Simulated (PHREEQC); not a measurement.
Model water analysis in mg/L, 25 °C, pH 6.7, pe 1.3:

```csv
constituent,mg/L
Na,189
K,125
Ca,58.8
Mg,255
Cl,534
S(6) as SO4,370
Alkalinity as HCO3,793
N(-3) as NH4,0.333
```

Na is adjusted to close the charge balance.
Valence states are taken as typed.

All values are PHREEQC results (ion-association model, wateq4f.dat), not measurements.

No solid was allowed to form.

Question: Estimate the ionic strength.

Answer: ionic strength 0.0447 mol/kgw.

Question: In which forms is C present?

Answer: HCO3- 70 %, CO2 26 %, MgHCO3+ 3.6 %, CaHCO3+ 0.5 % of the C.
